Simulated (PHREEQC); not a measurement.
**Polishing slurry liquid (model solution)**

Solution (25 °C): 0.024 mol/kgw HNO3, 0.042 mol/kgw Al(NO3)3 and 0.00045 mol/kgw CO2. Closed to the air; pH follows from the charge balance.

Model: ion-association model, phreeqc.dat, run in PHREEQC.

| Item | Value |
|---|---|
| pH | 1.73 |
| ionic strength | 0.276 mol/kgw |
| specific conductance | 18100 µS/cm |
| density | 1.005 g/cm³ |
| total alkalinity | -24.0 meq/kg |

```csv
species,molality,activity,log γ
NO3-,0.150,0.0999,-0.177
Al+3,0.0420,0.00477,-0.945
H+,0.0240,0.0189,-0.105
CO2,0.000450,0.000480,0.028
AlOH+2,8.98e-6,2.50e-6,-0.555
HCO3-,1.55e-8,1.13e-8,-0.139
(CO2)2,3.96e-9,4.22e-9,0.028
```

This is a speciation only: nothing precipitates in the calculation.
